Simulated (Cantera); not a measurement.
Thermodynamics of silicon nitride deposition, feed SiHCl3 + NH3

Input: 1 mol SiHCl3, 0.17 mol NH3, held at 36.0 Pa.

Equilibrium computed with Cantera from the NASA thermochemical tables; the gas is ideal and each condensed phase is pure. Candidate condensed phases: NH4Cl, Si, Si3N4; 28 gas species. The tables' values for SiCl3, SiCl are old estimates; treat these amounts as uncertain. Equilibrium is a limit: real reactors are often held back by kinetics, nucleation or transport.

From 1625 K to 1875 K nothing is condensed. The main Si-bearing gas is SiCl2 throughout.

| T (K) | x SiCl2 | x HCl | x H2 | x N2 | x Cl | x H | x SiCl3 |
|---|---|---|---|---|---|---|---|
| 1625 | 0.417 | 0.413 | 0.117 | 0.0365 | 0.00354 | 0.00127 | 0.0114 |
| 1650 | 0.417 | 0.413 | 0.116 | 0.0364 | 0.00455 | 0.00163 | 0.00999 |
| 1675 | 0.418 | 0.413 | 0.115 | 0.0363 | 0.00581 | 0.00208 | 0.00880 |
| 1700 | 0.418 | 0.412 | 0.115 | 0.0363 | 0.00734 | 0.00263 | 0.00776 |
| 1725 | 0.418 | 0.411 | 0.115 | 0.0362 | 0.00920 | 0.00331 | 0.00685 |
| 1750 | 0.417 | 0.409 | 0.114 | 0.0361 | 0.0114 | 0.00415 | 0.00606 |
| 1775 | 0.417 | 0.407 | 0.114 | 0.0360 | 0.0141 | 0.00515 | 0.00537 |
| 1800 | 0.415 | 0.404 | 0.114 | 0.0359 | 0.0173 | 0.00637 | 0.00476 |
| 1825 | 0.414 | 0.400 | 0.114 | 0.0358 | 0.0210 | 0.00783 | 0.00422 |
| 1850 | 0.411 | 0.396 | 0.114 | 0.0356 | 0.0254 | 0.00957 | 0.00374 |
| 1875 | 0.408 | 0.392 | 0.113 | 0.0355 | 0.0305 | 0.0116 | 0.00332 |
x: gas mole fraction; nothing condenses.
